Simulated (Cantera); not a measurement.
Charge: 1 mol MgO, 13 mol F₂, 0.17 mol O₂, held at 0.240 bar.

Cantera equilibrium calculation (NASA polynomials, part measured and part estimated; ideal gas, pure solids and liquids). Candidate condensed phases: Mg, MgF₂, MgO; 14 gas species. Equilibrium is a limit: real reactors are often held back by kinetics, nucleation or transport.

Q: What share of the Mg ends up in condensed phases as a function of T (K), at 1223, 1273, 1323, 1373, 1423, 1473, 1523, 1573, 1623, 1673, 1723, 1773?

A: 
```csv
T (K),Mg condensed (%),as
1223,100.0,MgF₂(s)
1273,100.0,MgF₂(s)
1323,100.0,MgF₂(s)
1373,100.0,MgF₂(s)
1423,99.9,MgF₂(s)
1473,99.7,MgF₂(s)
1523,99.1,MgF₂(s)
1573,98.0,MgF₂(l)
1623,95.9,MgF₂(l)
1673,91.8,MgF₂(l)
1723,84.4,MgF₂(l)
1773,71.5,MgF₂(l)
```
